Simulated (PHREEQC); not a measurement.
Dissolve 0.0012 mol CuSO4, 0.14 mol CaCl2, 0.00086 mol HCl and 0.0091 mol NaCl per kg of water at 13 °C. Closed to the air; pH follows from the charge balance.

Model: ion-association model, phreeqc.dat, run in PHREEQC.

Each row changes one thing in this solution. This is a speciation only: nothing precipitates in the calculation.

| case | pH | CaOH+ (mol/kgw) | SI of Halite (NaCl) |
|---|---|---|---|
| as made | 3.18 | 1.30e-11 | -4.46 |
| diluted 5-fold with water | 3.85 | 1.69e-11 | -5.74 |
| CuSO4 left out | 3.18 | 1.29e-11 | -4.46 |
| CaCl2 from 0.14 to 0.126 mol/kgw | 3.18 | 1.19e-11 | -4.49 |

Away from 25 °C the constants follow the database's enthalpies or fits; those with neither stay at their 25 °C values.
